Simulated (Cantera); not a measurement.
Hydrogen reduction and annealing atmospheres: Cr2O3 + H2 + H2O

Input: 1 mol Cr2O3, 39 mol H2, 1.1 mol H2O, held at 10000 Pa.

Cantera equilibrium calculation (NASA polynomials, part measured and part estimated; ideal gas, pure solids and liquids). Candidate condensed phases: Cr, Cr2O3, H2O; 13 gas species. Kinetics and transport are ignored.

| T (K) | log p H2 | log p H2O | log p Cr | log p H | log p CrO | log p OH | log p CrO2 | log p O | n Cr2O3(s) |
|---|---|---|---|---|---|---|---|---|---|
| 1175 | -1.01 | -2.56 | <-13 | -7.42 | <-13 | -11.12 | <-13 | <-13 | 1.00 |
| 1250 | -1.01 | -2.56 | -12.28 | -6.82 | <-13 | -10.36 | <-13 | <-13 | 1.00 |
| 1325 | -1.01 | -2.56 | -10.92 | -6.29 | <-13 | -9.68 | <-13 | <-13 | 1.00 |
| 1400 | -1.01 | -2.56 | -9.71 | -5.82 | -11.86 | -9.07 | <-13 | <-13 | 1.00 |
| 1475 | -1.01 | -2.56 | -8.62 | -5.39 | -10.70 | -8.52 | -12.58 | -12.96 | 1.00 |
| 1550 | -1.01 | -2.56 | -7.64 | -5.01 | -9.65 | -8.03 | -11.56 | -12.10 | 1.000 |
| 1625 | -1.01 | -2.56 | -6.76 | -4.66 | -8.71 | -7.58 | -10.64 | -11.31 | 1.000 |
| 1700 | -1.01 | -2.56 | -5.96 | -4.34 | -7.85 | -7.17 | -9.79 | -10.60 | 1.000 |
| 1775 | -1.01 | -2.56 | -5.22 | -4.04 | -7.07 | -6.80 | -9.02 | -9.94 | 0.999 |
| 1850 | -1.01 | -2.56 | -4.56 | -3.78 | -6.35 | -6.45 | -8.32 | -9.33 | 0.994 |
| 1925 | -1.01 | -2.54 | -3.97 | -3.53 | -5.70 | -6.11 | -7.66 | -8.75 | 0.978 |
| 2000 | -1.02 | -2.49 | -3.47 | -3.30 | -5.12 | -5.77 | -7.03 | -8.19 | 0.931 |
| 2075 | -1.03 | -2.40 | -3.09 | -3.09 | -4.60 | -5.41 | -6.43 | -7.61 | 0.828 |
| 2150 | -1.04 | -2.29 | -2.79 | -2.89 | -4.14 | -5.03 | -5.86 | -7.04 | 0.650 |
log p: log10 of the partial pressure in bar; n: condensed amount in mol.

From 1175 K to 2150 K the condensed part is Cr2O3(s).
